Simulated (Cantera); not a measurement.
# Silicon carbide growth: Si(CH₃)₄ + HCl + H₂ + C₃H₈

Input: 1 mol Si(CH₃)₄, 1.1 mol HCl, 44 mol H₂, 0.14 mol C₃H₈, held at 1330 Pa.

Cantera equilibrium calculation (NASA polynomials, part measured and part estimated; ideal gas, pure solids and liquids). Candidate condensed phases: C, C₆H₆, C₇H₈, C₈H₁₈, Si, SiC; 109 gas species. The tables' values for SiCl are old estimates; treat these amounts as uncertain. Gases not in the tables: Si₂H₆ and higher silanes. Rates play no part.

```
T (K)   x H₂       x H   x HCl      x Si  x C₂H₂ (acetylene)    x SiC₂  n C(graphite)  n SiC(s)
-----  -----  --------  ------  --------  ------------------  --------  -------------  --------
1448   0.979   7.90e-5  0.0213   1.30e-9             4.65e-6  1.43e-12           3.42     1.000
1548   0.978  0.000264  0.0213   2.08e-8             1.54e-5  5.42e-11           3.42     0.999
1648   0.978  0.000763  0.0212   2.38e-7             4.37e-5   1.31e-9           3.42     0.999
1748   0.977   0.00196  0.0212   2.06e-6            0.000110   2.19e-8           3.41     0.998
1848   0.974   0.00453  0.0211   1.40e-5            0.000251   2.69e-7           3.40     0.997
1948   0.969   0.00963  0.0209   7.84e-5            0.000522   2.53e-6           3.37     0.992
2048   0.959    0.0190  0.0206  0.000370             0.00100   1.90e-5           3.34     0.972
2148   0.941    0.0350  0.0201   0.00151             0.00180  0.000118           3.32     0.894
2248   0.909    0.0607  0.0193   0.00540             0.00301  0.000620           3.40     0.609
2348   0.860    0.0991  0.0180    0.0132             0.00470   0.00214           3.60         0
2448   0.802     0.154  0.0168    0.0131             0.00694   0.00292           3.25         0
```
x: gas mole fraction; n: condensed amount in mol.

From 1448 K to 2248 K the condensed part is C(graphite) + SiC(s). From 2348 K to 2448 K the condensed part is C(graphite). The main Si-bearing gas is SiCl₂ at 1448 K and Si at 2448 K.
